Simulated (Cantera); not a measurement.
A closed system holds: 1 mol CCl4, 1.6 mol H2, held at 1150 K and 0.100 bar.

Cantera equilibrium calculation (NASA polynomials, part measured and part estimated; ideal gas, pure solids and liquids). Candidate condensed phases: C, C6H6, C7H8, C8H18; 91 gas species. Kinetics and transport are ignored.

**Question.** What is the equilibrium state?

**Answer.** 
| Item | Result |
|---|---|
| x(HCl) | 0.888 |
| x(Cl2) | 0.110 |
| x(Cl) | 0.00287 |
| x(CCl4) | 2.04e-6 |
| n(C(graphite)) | 1.000 mol |
| gas amount | 3.605 mol |
